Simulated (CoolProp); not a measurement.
Dimethyl ether at several states: Z from the reference equation and from simpler models built on Tc = 127.2 °C, pc = 5.337 MPa, ω = 0.196; each cubic takes its own stable root.

Values from CoolProp's reference Helmholtz-energy equation of state, Wu 2011.

```json
[
 {"T (°C)": "148.35", "p (MPa)": "17.6", "phase": "supercritical", "reference": "[?]", "van der Waals": "[?]", "Redlich-Kwong": "0.5216", "Soave-Redlich-Kwong": "[?]", "Peng-Robinson": "[?]"},
 {"T (°C)": "249.35", "p (MPa)": "0.154", "phase": "gas", "reference": "0.9956", "van der Waals": "0.9956", "Redlich-Kwong": "0.9956", "Soave-Redlich-Kwong": "0.9962", "Peng-Robinson": "0.9954"},
 {"T (°C)": "52.05", "p (MPa)": "0.0232", "phase": "gas", "reference": "0.9969", "van der Waals": "0.9979", "Redlich-Kwong": "0.9973", "Soave-Redlich-Kwong": "0.9972", "Peng-Robinson": "0.9970"},
 {"T (°C)": "150.65", "p (MPa)": "8.11", "phase": "supercritical", "reference": "0.3282", "van der Waals": "0.3864", "Redlich-Kwong": "[?]", "Soave-Redlich-Kwong": "[?]", "Peng-Robinson": "[?]"},
 {"T (°C)": "140.15", "p (MPa)": "10.5", "phase": "supercritical", "reference": "0.3133", "van der Waals": "0.4303", "Redlich-Kwong": "0.3633", "Soave-Redlich-Kwong": "[?]", "Peng-Robinson": "0.3346"}
]
```

Task: Some entries are withheld; supply them.

Result: 
- 148.35, reference: 0.4686
- 148.35, van der Waals: 0.6343
- 148.35, Soave-Redlich-Kwong: 0.5288
- 148.35, Peng-Robinson: 0.4782
- 150.65, Redlich-Kwong: 0.3655
- 150.65, Soave-Redlich-Kwong: 0.3921
- 150.65, Peng-Robinson: 0.3643
- 140.15, Soave-Redlich-Kwong: 0.3690
